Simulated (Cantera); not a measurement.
Input (Python, Cantera):

```python
import numpy as np
import cantera as ct

gas = ct.Solution("gri30.yaml")
gas.TPX = 1675, 17000, {'CH4': 1, 'CO2': 0.43, 'H2': 0.56}
reactor = ct.IdealGasConstPressureReactor(gas, energy="off", clone=False)
net = ct.ReactorNet([reactor])
net.rtol, net.atol = 1e-08, 1e-18
show = ['CH4', 'CO2', 'H2', 'H2O', 'CH2']
times = np.geomspace(7e-06, 300, 9)

steps = ct.SolutionArray(gas, extra=["t"])
rows = []
print(f"{'t/s':>10s}{'T/K':>9s}{'P/Pa':>11s}" + "".join(f"{s:>11s}" for s in show))
for t in times:
    while net.time < t:
        t_next = net.step()
        steps.append(gas.state, t=t_next)
    rows.append([np.interp(t, steps.t, y) for y in (steps.T, steps.P, *steps(*show).X.T)])
    print(f"{t:10.3e}{rows[-1][0]:9.1f}{rows[-1][1]:11.4g}" + "".join(f"{x:11.3e}" for x in rows[-1][2:]))
rate = np.gradient(steps.T, steps.t)
print("integrator steps:", len(steps.t))
if steps.T.max() > steps.T[0] + 200:
    print(f"time of steepest temperature rise: {steps.t[rate.argmax()]:.4e} s")
gas.TPX = 1675, 17000, {'CH4': 1, 'CO2': 0.43, 'H2': 0.56}
gas.equilibrate("TP")
print(f"equilibrium (TP): T = {gas.T:.1f} K  " + "  ".join(f"{s} {gas[s].X[0]:.3e}" for s in show))
```

It prints:

```
       t/s      T/K       P/Pa        CH4        CO2         H2        H2O        CH2
 7.000e-06   1675.0    1.7e+04  5.025e-01  2.161e-01  2.814e-01  8.561e-08  2.290e-11
 6.297e-05   1675.0    1.7e+04  5.023e-01  2.161e-01  2.815e-01  3.104e-06  2.530e-09
 5.664e-04   1675.0    1.7e+04  5.002e-01  2.157e-01  2.821e-01  1.909e-04  1.222e-07
 5.095e-03   1675.0    1.7e+04  4.509e-01  2.046e-01  3.132e-01  5.384e-03  4.099e-07
 4.583e-02   1675.0    1.7e+04  2.166e-01  1.201e-01  4.576e-01  5.346e-02  2.660e-07
 4.122e-01   1675.0    1.7e+04  3.117e-02  1.034e-02  5.438e-01  1.155e-01  1.293e-07
 3.708e+00   1675.0    1.7e+04  1.147e-02  3.635e-03  6.277e-01  3.357e-02  3.958e-08
 3.335e+01   1675.0    1.7e+04  4.100e-03  4.467e-06  6.614e-01  3.842e-05  1.020e-08
 3.000e+02   1675.0    1.7e+04  4.083e-03  3.902e-08  6.614e-01  3.385e-07  1.015e-08
integrator steps: 1647
equilibrium (TP): T = 1675.0 K  CH4 4.083e-03  CO2 3.912e-08  H2 6.614e-01  H2O 3.393e-07  CH2 1.015e-08
```

Computed with Cantera and GRI-Mech 3.0 (53 species, 325 reactions). GRI-Mech 3.0 stops at C3 and has no aromatics, soot or wall deposition, so with more carbon than oxygen in the feed, carbon stays in small species such as C2H2 where larger ones or solid carbon would form.
